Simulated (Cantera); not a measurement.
Charge: 1 mol SiC, 0.69 mol H₂, equilibrated at 2600 K.

Points: P (Pa) = 1, 4.6, 22, 100, 460, 2200, 10000, 46000, 220000, 1e+06.

Cantera's Mixture.equilibrate('TP', solver="vcs", rtol=1e-11, max_steps=5000) on the NASA tables stopped like this:

```
ERROR: FAILURE its = 5001!

*******************************************************************************
CanteraError thrown by MultiPhase::equilibrate:
VCS solver failed. Return code: -1
*******************************************************************************
```

Problem. What got this run through?

Solution. One answer among several that fit: The failure is numerical, not chemical. The same input converged with solver="gibbs", rtol=1e-10, max_steps=50000, and the result passed a check of the equilibrium conditions:
```
log10 of partial pressures in bar; condensed amounts in mol
      P/Pa        H2         H        Si      SiC2        C3         C      Si2C C2H2,acet     C(gr)     Si(L)    SiC(b)
         1    -7.758    -5.295    -5.495    -6.300    -6.162    -6.374    -9.363    -9.887         0         0         0
       4.6    -6.397    -4.615    -4.868    -5.334    -5.655    -6.205    -7.940    -8.187   0.06092         0         0
        22    -5.060    -3.946    -4.153    -4.620    -5.655    -6.205    -6.510    -6.850    0.4029         0         0
       100    -3.935    -3.383    -3.469    -3.935    -5.655    -6.205    -5.142    -5.725    0.4653         0         0
       460    -2.980    -2.906    -2.803    -3.269    -5.655    -6.205    -3.809    -4.770    0.4787         0         0
      2200    -1.891    -2.361    -2.534    -3.000    -5.655    -6.205    -3.271    -3.681   0.09733         0    0.7681
     1e+04    -1.082    -1.957    -2.533    -3.001    -5.658    -6.206    -3.270    -2.874         0         0    0.9594
   4.6e+04    -0.372    -1.602    -2.343    -3.191    -6.227    -6.396    -3.081    -2.543         0         0    0.9876
   2.2e+05     0.327    -1.252    -2.158    -3.376    -6.782    -6.581    -2.896    -2.214         0         0    0.9953
     1e+06     0.992    -0.920    -2.011    -3.523    -7.222    -6.727    -2.749    -1.843         0 1.735e-05    0.9975
```

The gas is ideal and each condensed phase is pure. Gases not in the tables: Si2H6 and higher silanes.
